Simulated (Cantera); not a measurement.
Charge: 1 mol Ti, 22 mol H2, 0.035 mol CH4, equilibrated at 13.0 mbar.

Cantera equilibrium calculation (NASA polynomials, part measured and part estimated; ideal gas, pure solids and liquids). Candidate condensed phases: C, C6H6, C7H8, C8H18, Ti, TiC; 77 gas species. Mutual solubility and eutectic melting of coexisting phases are not modelled. TiC: taken at fixed stoichiometry. Condensed phases not in the tables: N, O or C dissolved in the metal. Rates play no part.

x: gas mole fraction; n: condensed amount in mol.

| T (K) | x H2 | x H | x Ti | n Ti(β) | n TiC(s) | n Ti(l) |
|---|---|---|---|---|---|---|
| 1473 | 1.000 | 0.000111 | ___ | 0.965 | 0.0350 | 0 |
| 1523 | 1.000 | 0.000203 | ___ | 0.965 | 0.0350 | 0 |
| 1573 | 1.000 | 0.000357 | ___ | 0.965 | 0.0350 | 0 |
| 1623 | 0.999 | 0.000606 | ___ | 0.965 | 0.0350 | 0 |
| 1673 | 0.999 | 0.000998 | ___ | 0.965 | 0.0350 | 0 |
| 1723 | 0.998 | 0.00160 | ___ | 0.965 | 0.0350 | 0 |
| 1773 | 0.997 | 0.00249 | ___ | 0.964 | 0.0350 | 0 |
| 1823 | 0.996 | 0.00379 | ___ | 0.964 | 0.0350 | 0 |
| 1873 | 0.994 | 0.00564 | ___ | 0.962 | 0.0350 | 0 |
| 1923 | 0.992 | 0.00823 | ___ | 0.959 | 0.0350 | 0 |
| 1973 | 0.988 | 0.0118 | ___ | 0 | 0.0350 | 0.953 |
| 2023 | 0.982 | 0.0165 | ___ | 0 | 0.0350 | 0.942 |
| 2073 | 0.975 | 0.0228 | ___ | 0 | 0.0350 | 0.922 |

Complete the blanks.


- 1473, x Ti: 4.21e-8
- 1523, x Ti: 1.44e-7
- 1573, x Ti: 4.57e-7
- 1623, x Ti: 1.35e-6
- 1673, x Ti: 3.71e-6
- 1723, x Ti: 9.64e-6
- 1773, x Ti: 2.37e-5
- 1823, x Ti: 5.53e-5
- 1873, x Ti: 0.000123
- 1923, x Ti: 0.000263
- 1973, x Ti: 0.000533
- 2023, x Ti: 0.00103
- 2073, x Ti: 0.00193
